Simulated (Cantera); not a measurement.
A closed system holds: 1 mol C2H5OH, 0.015 mol NH3, 30 mol H2, 0.0072 mol O2, at 1.00 bar.

Cantera equilibrium calculation (NASA polynomials, part measured and part estimated; ideal gas, pure solids and liquids). Candidate condensed phases: C, C6H6, C7H8, C8H18, H2O; 136 gas species. Kinetics and transport are ignored.

x: gas mole fraction; n: condensed amount in mol.

| T (°C) | x H2 | x CH4 | x CO | x H2O | x H | x C2H2 (acetylene) | x HCN | n C(graphite) |
|---|---|---|---|---|---|---|---|---|
| 752 | 0.929 | 0.0394 | 0.0220 | ? | 4.20e-9 | 7.88e-10 | 6.91e-8 | 0 |
| 952 | 0.958 | 0.0120 | 0.0296 | ? | 3.05e-7 | 1.55e-7 | 1.42e-6 | 0.600 |
| 1152 | 0.966 | 0.00352 | 0.0298 | ? | 6.71e-6 | 3.41e-6 | 8.75e-6 | 0.869 |
| 1352 | 0.968 | 0.00138 | 0.0298 | ? | 6.94e-5 | 3.44e-5 | 3.34e-5 | 0.936 |
| 1552 | 0.969 | 0.000665 | 0.0298 | ? | 0.000433 | 0.000208 | 8.98e-5 | 0.945 |
| 1752 | 0.967 | 0.000372 | 0.0298 | ? | 0.00189 | 0.000875 | 0.000179 | 0.906 |
| 1952 | 0.960 | 0.000230 | 0.0297 | ? | 0.00635 | 0.00282 | 0.000272 | 0.773 |

What belongs in the gaps?


- 752, x H2O: 0.00874
- 952, x H2O: 0.000557
- 1152, x H2O: 8.75e-5
- 1352, x H2O: 2.16e-5
- 1552, x H2O: 7.28e-6
- 1752, x H2O: 3.06e-6
- 1952, x H2O: 1.50e-6
